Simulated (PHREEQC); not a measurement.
PHREEQC input (Pitzer model, pitzer.dat):

```
SOLUTION 1
  temp 20
  units mol/kgw
  pH 7 charge
  Br 0.082
  Na 0.091
  Cl 0.009
END
USE solution 1
INCREMENTAL_REACTIONS false
REACTION 1
  H2O -1
  0 9.886 18.011 24.689 30.178 34.689 38.397 41.444
  43.949 46.007 47.699 49.089 50.232 51.172 51.944 52.578
  53.1 53.528 53.88 54.17 moles
EQUILIBRIUM_PHASES 1
  Halite 0 0
SELECTED_OUTPUT 1
  -reset false
  -pH true
  -pe true
  -ionic_strength true
  -water true
  -activities H2O
  -totals Br Cl Na
  -molalities H+ Na+ Cl- Br- OH-
  -equilibrium_phases Halite
PRINT
  -reset false
END
```

Selected output (columns that matter, 9 of 20 rows; water left (kg) added in front):

```
water left (kg)	pH	mu	Br	Cl	Na	m_H+	m_Na+	m_Cl-	m_Br-	m_OH-	la_H2O
1	7.0669	0.091	0.082	0.009	0.091	1.0391e-07	0.091	0.009	0.082	1.0391e-07	-0.0013328
0.675514	7.0602	0.13471	0.12139	0.013323	0.13471	1.0666e-07	0.13471	0.013323	0.12139	1.0666e-07	-0.0019627
0.375043	7.0446	0.24264	0.21864	0.023997	0.24264	1.1047e-07	0.24264	0.023997	0.21864	1.1047e-07	-0.003519
0.253345	7.0287	0.35919	0.32367	0.035525	0.35919	1.1236e-07	0.35919	0.035525	0.32367	1.1236e-07	-0.0052121
0.140655	6.9914	0.64697	0.58299	0.063986	0.64697	1.1305e-07	0.64697	0.063986	0.58299	1.1305e-07	-0.0094788
0.0950203	6.9527	0.95769	0.86297	0.094717	0.95769	1.1109e-07	0.95769	0.094717	0.86297	1.1109e-07	-0.014255
0.0641769	6.8965	1.418	1.2777	0.14024	1.418	1.0615e-07	1.418	0.14024	1.2777	1.0615e-07	-0.021707
0.0356396	6.7574	2.5533	2.3008	0.25253	2.5533	9.1059e-08	2.5533	0.25253	2.3008	9.1059e-08	-0.042348
0.0240733	6.6024	3.7801	3.4063	0.37386	3.7801	7.5243e-08	3.7801	0.37386	3.4063	7.5243e-08	-0.068828
```

Complexes and solids missing from the database can't appear.
